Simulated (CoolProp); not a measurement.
Computed with CoolProp (reference Helmholtz-energy equation of state, Pan 2012).

Question: For R236FA, give the phase and the Joule-Thomson coefficient (K/MPa), fugacity coefficient at 366.1 K and 3.26 MPa.

Answer: 
- 366.1 K and 3.26 MPa: liquid; Joule-Thomson coefficient 0.536, fugacity coefficient 0.415
